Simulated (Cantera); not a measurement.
# Iron carbonyl, mercury and lead vapours: PbO + H2 + N2

Feed: 1 mol PbO, 1.8 mol H2, 1.5 mol N2, equilibrated at 66.0 Pa.

Method: chemical equilibrium by Gibbs-energy minimisation in Cantera with the NASA 1993 tables (ideal gas, pure condensed phases). Candidate condensed phases: H2O, Pb, PbO, PbO2, Pb3O4; 27 gas species. The numbers say what is thermodynamically allowed, not how fast it happens.

| T (°C) | log p N2 | log p H2O | log p H2 | log p Pb | log p NH3 | log p PbO | n Pb(s) | n Pb(l) |
|---|---|---|---|---|---|---|---|---|
| 250 | -3.52 | -3.70 | -3.80 | -13.76 | -8.18 | <-15 | 1.00 | 0 |
| 325 | -3.52 | -3.70 | -3.80 | -11.34 | -8.82 | <-15 | 1.00 | 0 |
| 400 | -3.52 | -3.70 | -3.80 | -9.51 | -9.33 | <-15 | 0 | 1.000 |
| 475 | -3.52 | -3.70 | -3.80 | -8.06 | -9.74 | <-15 | 0 | 1.000 |
| 550 | -3.52 | -3.70 | -3.80 | -6.87 | -10.08 | -13.70 | 0 | 0.999 |
| 625 | -3.52 | -3.70 | -3.80 | -5.89 | -10.37 | -12.07 | 0 | 0.994 |
| 700 | -3.53 | -3.70 | -3.80 | -5.06 | -10.62 | -10.70 | 0 | 0.956 |
log p: log10 of the partial pressure in bar; n: condensed amount in mol.

From 250 °C to 325 °C the condensed part is Pb(s). From 400 °C to 700 °C the condensed part is Pb(l).
